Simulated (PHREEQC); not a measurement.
Consider water at 25 °C with 1.8 mmol/kgw HNO3 and 130 mmol/kgw K2SO4. Closed to the air; pH follows from the charge balance.

The numbers come from PHREEQC with the ion-association model, phreeqc.dat.

Task: The ionic strength comes out as 0.320 mol/kgw. What activity coefficients do SO4-2, K+, HSO4-, KSO4-, NO3- get?

Result: SO4-2 0.24, K+ 0.68, HSO4- 0.73, KSO4- 0.72, NO3- 0.65.

No solid was allowed to form.
